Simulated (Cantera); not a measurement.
An isothermal, constant-pressure homogeneous reactor starts with CH₄ : H₂ : CO₂ = 0.013 : 1 : 0.029 (molar parts), at 2775 K and 105 Torr.

Model: GRI-Mech 3.0 (53 species, 325 reactions), integrated in Cantera.

One state of this run: x CH₄ = 1.94e-10; x H₂ = 0.815; x CO₂ = 8.60e-5; x H = 0.135; x O = 6.23e-5; x CH₂ = 1.53e-10; x O₂ = 4.06e-7. x: mole fraction; the columns are a selection and need not sum to one.

### Question
Which value of t (s) does it belong to?
A. 0.337
B. 0.00154
C. 7.00e-6
D. 0.00592

### Answer
D, 0.00592
